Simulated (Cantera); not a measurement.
An isothermal, constant-pressure homogeneous reactor starts with N2O : H2 : N2 = 1 : 0.0027 : 3 (molar parts), at 1400 K and 20.0 Torr. Integrator tolerance rtol = 1e-08.

Computed with Cantera and GRI-Mech 3.0 (53 species, 325 reactions). GRI-Mech 3.0 was tuned for natural gas; its chemistry of N2O as a main component is partial and can be far from experiment. Radical loss at walls, strong at low pressure, is not modelled. The temperature is held fixed by assumption; the heat of reaction is taken as removed at once.

**Question.** What does this change do: temperature 1400 to 1600 K?

**Answer.** 
| quantity | before | after |
|---|---|---|
| x(N2O) at 300 s | 4.51e-7 (gas-phase equilibrium 6.17e-9) | 9.45e-7 (gas-phase equilibrium 1.55e-8) |
| x(H2) at 300 s | 5.55e-9 (gas-phase equilibrium 5.01e-9) | 8.39e-8 (gas-phase equilibrium 7.22e-8) |
| x(O) at 300 s | 1.76e-6 (gas-phase equilibrium 1.94e-6) | 2.59e-5 (gas-phase equilibrium 2.96e-5) |
| x(HO2) at 300 s | 1.50e-9 (gas-phase equilibrium 1.74e-9) | 5.84e-9 (gas-phase equilibrium 7.21e-9) |
| x(N2) at 300 s | 0.868 (gas-phase equilibrium 0.888) | 0.861 (gas-phase equilibrium 0.888) |
| x(H) at 300 s | 2.24e-9 (gas-phase equilibrium 2.12e-9) | 9.79e-8 (gas-phase equilibrium 9.01e-8) |
